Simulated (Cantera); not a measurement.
An adiabatic, constant-volume homogeneous reactor starts with 7.43 % CO, 4.75 % H2, 18.4 % O2, 69.4 % N2, at 1475 K and 825 Torr.

Cantera simulation using GRI-Mech 3.0 (53 species, 325 reactions); the numbers are that mechanism's predictions, not measurements.

Problem. Predict: time of steepest temperature rise; temperature at 2.00 s; equilibrium temperature; x(CO) at 2.00 s; x(H2) at 2.00 s; x(O2) at 2.00 s; x(HO2) at 2.00 s; x(O) at 2.00 s; x(H2O2) at 2.00 s; x(H2O) at 2.00 s.

Solution. 
| Property | Result |
|---|---|
| time of steepest temperature rise | 23.8 µs |
| temperature at 2.00 s | 2444 K |
| equilibrium temperature | 2444 K |
| x(CO) at 2.00 s | 0.00443 (gas-phase equilibrium 0.00443) |
| x(H2) at 2.00 s | 0.000461 (gas-phase equilibrium 0.000461) |
| x(O2) at 2.00 s | 0.122 (gas-phase equilibrium 0.122) |
| x(HO2) at 2.00 s | 6.43e-6 (gas-phase equilibrium 6.43e-6) |
| x(O) at 2.00 s | 0.00294 (gas-phase equilibrium 0.00294) |
| x(H2O2) at 2.00 s | 1.33e-7 (gas-phase equilibrium 1.33e-7) |
| x(H2O) at 2.00 s | 0.0466 (gas-phase equilibrium 0.0466) |
